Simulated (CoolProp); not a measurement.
Properties of methane along the isobar 22.2 MPa.

Computed with CoolProp (reference Helmholtz-energy equation of state, Setzmann 1991).

| T (K) | phase | density (kg/m³) | cv (kJ/(kg K)) | Joule-Thomson coefficient (K/MPa) | conductivity (mW/(m K)) | Prandtl number | fugacity coefficient |
|---|---|---|---|---|---|---|---|
| 139 | liquid | 406.4 | 2.004 | -0.4118 | 173 | 1.76 | 0.05224 |
| 154 | liquid | 386.9 | [?] | -0.3539 | 156 | 1.61 | 0.09458 |
| 169 | liquid | 366.4 | 1.914 | -0.2740 | 139 | 1.52 | 0.1507 |
| 184 | liquid | 344.7 | 1.881 | -0.1647 | 124 | 1.47 | 0.2180 |
| 199.1 | supercritical | 321.5 | 1.857 | -0.01665 | 111 | 1.44 | 0.2936 |
| 214.1 | supercritical | 297.1 | 1.842 | 0.1748 | 99.0 | 1.42 | 0.3724 |
| 229.1 | supercritical | 271.8 | 1.834 | 0.4091 | 88.9 | 1.40 | 0.4508 |
| 244.1 | supercritical | 246.4 | 1.832 | 0.6682 | 80.8 | 1.36 | 0.5256 |
| 259.1 | supercritical | 222.2 | 1.835 | 0.9153 | 74.6 | 1.29 | [?] |
| 274.1 | supercritical | 200.4 | 1.842 | [?] | 70.0 | 1.22 | 0.6561 |
| 289.1 | supercritical | 181.6 | 1.852 | 1.248 | 66.8 | 1.15 | 0.7104 |

Problem. Complete the blanks.

Solution. 
- 154, cv (kJ/(kg K)): 1.955
- 259.1, fugacity coefficient: 0.5944
- 274.1, Joule-Thomson coefficient (K/MPa): 1.114

Viscosity comes from a separate model (Quiñones-Cisneros 2006). Thermal conductivity comes from a separate model (Friend 1989).
